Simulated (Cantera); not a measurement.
Input (Python, Cantera):

```python
import numpy as np
import cantera as ct

gas = ct.Solution("h2o2.yaml")
gas.TPX = 1400, 67000, {'H2': 1.5, 'O2': 1, 'N2': 13}
reactor = ct.IdealGasConstPressureReactor(gas, energy="off", clone=False)
net = ct.ReactorNet([reactor])
net.rtol, net.atol = 1e-08, 1e-18
show = ['H2', 'O2', 'HO2', 'OH', 'H2O', 'H2O2', 'O']
times = np.geomspace(8e-06, 200, 11)

steps = ct.SolutionArray(gas, extra=["t"])
rows = []
print(f"{'t/s':>10s}{'T/K':>9s}{'P/Pa':>11s}" + "".join(f"{s:>11s}" for s in show))
for t in times:
    while net.time < t:
        t_next = net.step()
        steps.append(gas.state, t=t_next)
    rows.append([np.interp(t, steps.t, y) for y in (steps.T, steps.P, *steps(*show).X.T)])
    print(f"{t:10.3e}{rows[-1][0]:9.1f}{rows[-1][1]:11.4g}" + "".join(f"{x:11.3e}" for x in rows[-1][2:]))
rate = np.gradient(steps.T, steps.t)
print("integrator steps:", len(steps.t))
if steps.T.max() > steps.T[0] + 200:
    print(f"time of steepest temperature rise: {steps.t[rate.argmax()]:.4e} s")
gas.TPX = 1400, 67000, {'H2': 1.5, 'O2': 1, 'N2': 13}
gas.equilibrate("TP")
print(f"equilibrium (TP): T = {gas.T:.1f} K  " + "  ".join(f"{s} {gas[s].X[0]:.3e}" for s in show))
```

It prints:

```
       t/s      T/K       P/Pa         H2         O2        HO2         OH        H2O       H2O2          O
 8.000e-06   1400.0    6.7e+04  9.677e-02  6.452e-02  6.067e-08  1.508e-08  8.136e-08  3.843e-10  1.998e-08
 4.394e-05   1400.0    6.7e+04  9.612e-02  6.423e-02  7.704e-06  4.980e-05  4.464e-04  7.188e-08  6.559e-05
 2.414e-04   1400.0    6.7e+04  8.067e-03  2.108e-02  7.559e-06  2.766e-03  8.459e-02  1.158e-06  3.921e-03
 1.326e-03   1400.0    6.7e+04  8.014e-04  1.708e-02  4.086e-06  7.458e-04  1.003e-01  4.417e-07  2.579e-04
 7.282e-03   1400.0    6.7e+04  2.938e-05  1.692e-02  3.793e-07  1.444e-04  1.016e-01  4.737e-08  9.432e-06
 4.000e-02   1400.0    6.7e+04  2.361e-06  1.694e-02  3.564e-08  4.293e-05  1.017e-01  5.802e-09  8.276e-07
 2.197e-01   1400.0    6.7e+04  5.229e-07  1.694e-02  1.319e-08  2.024e-05  1.017e-01  1.449e-09  1.843e-07
 1.207e+00   1400.0    6.7e+04  4.341e-07  1.694e-02  1.248e-08  1.834e-05  1.017e-01  1.212e-09  1.515e-07
 6.629e+00   1400.0    6.7e+04  4.341e-07  1.694e-02  1.248e-08  1.834e-05  1.017e-01  1.212e-09  1.515e-07
 3.641e+01   1400.0    6.7e+04  4.341e-07  1.694e-02  1.248e-08  1.834e-05  1.017e-01  1.212e-09  1.515e-07
 2.000e+02   1400.0    6.7e+04  4.341e-07  1.694e-02  1.248e-08  1.834e-05  1.017e-01  1.212e-09  1.515e-07
integrator steps: 1815
equilibrium (TP): T = 1400.0 K  H2 4.341e-07  O2 1.694e-02  HO2 1.248e-08  OH 1.834e-05  H2O 1.017e-01  H2O2 1.212e-09  O 1.515e-07
```

Model: the H2/O2 subset of GRI-Mech 3.0, which has no nitrogen chemistry, integrated in Cantera. The temperature is held fixed by assumption; the heat of reaction is taken as removed at once.
